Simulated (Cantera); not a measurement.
Thermodynamics of iron carbonyl, mercury and lead vapours, feed PbO + H₂ + CO

Input: 1 mol PbO, 0.34 mol H₂, 0.14 mol CO, held at 0.390 bar.

Cantera equilibrium calculation (NASA polynomials, part measured and part estimated; ideal gas, pure solids and liquids). Candidate condensed phases: C, C₆H₆, C₇H₈, C₈H₁₈, H₂O, Pb, PbO, PbO₂, Pb₃O₄; 113 gas species. Each liquid is taken as pure. Mutual solubility and eutectic melting of coexisting phases are not modelled. Gases not in the tables: (PbO)n polymers. The numbers say what is thermodynamically allowed, not how fast it happens.

From 973 K to 1123 K the condensed part is Pb(l) + PbO(yellow). From 1173 K to 1473 K the condensed part is Pb(l) + PbO(l).

```csv
T (K),x H₂O,x CO₂,x Pb,x PbO,x CO,n Pb(l),n PbO(yellow),n PbO(l)
973,0.708,0.292,2.24e-5,3.10e-7,2.41e-5,0.480,0.520,0
1023,0.708,0.292,6.84e-5,1.65e-6,3.57e-5,0.480,0.520,0
1073,0.708,0.292,0.000187,7.46e-6,5.09e-5,0.480,0.520,0
1123,0.708,0.291,0.000469,2.93e-5,7.06e-5,0.480,0.520,0
1173,0.707,0.291,0.00108,9.90e-5,9.84e-5,0.479,0,0.520
1223,0.706,0.291,0.00233,0.000278,0.000145,0.479,0,0.520
1273,0.704,0.290,0.00471,0.000717,0.000206,0.477,0,0.520
1323,0.700,0.288,0.00902,0.00171,0.000286,0.475,0,0.519
1373,0.694,0.285,0.0164,0.00382,0.000387,0.472,0,0.519
1423,0.682,0.280,0.0287,0.00801,0.000510,0.465,0,0.517
1473,0.662,0.272,0.0483,0.0159,0.000651,0.455,0,0.512
```
x: gas mole fraction; n: condensed amount in mol.
